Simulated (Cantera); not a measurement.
Charge: 1 mol Si, 4.8 mol HBr, 12 mol N2, at 7.50 Torr.

Cantera equilibrium calculation (NASA polynomials, part measured and part estimated; ideal gas, pure solids and liquids). Candidate condensed phases: Br2, Si, Si3N4; 28 gas species. N2 is the only nitrogen source here; it is nearly inert below about 1500 K, so the nitride shown seldom forms there in practice. The numbers say what is thermodynamically allowed, not how fast it happens.

Problem. At 950 K, list the 5 most abundant gas species with their mole fractions, and the condensed phases.

Solution. N2 0.718, HBr 0.231, H2 0.0340, SiBr4 0.0170, Br 1.84e-5. Condensed: Si3N4(s).
